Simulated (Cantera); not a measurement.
An adiabatic, constant-volume homogeneous reactor starts with C3H8 : O2 : N2 : H2O = 1 : 4.55 : 17.1 : 5 (molar parts), at 1025 K and 428 Torr. Integrator tolerance rtol = 1e-08.

Model: GRI-Mech 3.0 (53 species, 325 reactions), integrated in Cantera. GRI-Mech 3.0 was tuned for natural gas; its chemistry of propane as a main component is partial and can be far from experiment.

Problem. What does this change do: pressure from 428 Torr to 16500 Torr?

Solution. 
```tsv
quantity	before	after
temperature at 0.200 s	1025 K	2759 K
equilibrium temperature	2579 K	2759 K
x(C3H8) at 0.200 s	0.0347 (gas-phase equilibrium <1e-12)	<1e-12 (gas-phase equilibrium <1e-12)
x(O2) at 0.200 s	0.164 (gas-phase equilibrium 0.00780)	0.00219 (gas-phase equilibrium 0.00219)
x(H2O) at 0.200 s	0.181 (gas-phase equilibrium 0.273)	0.289 (gas-phase equilibrium 0.289)
x(CO2) at 0.200 s	1.49e-7 (gas-phase equilibrium 0.0671)	0.0761 (gas-phase equilibrium 0.0761)
x(CH2) at 0.200 s	<1e-12 (gas-phase equilibrium <1e-12)	<1e-12 (gas-phase equilibrium <1e-12)
time of steepest temperature rise	not reached	19.8 ms
```
The pressure lies above the range GRI-Mech 3.0 was tuned for (to about 10 atm).
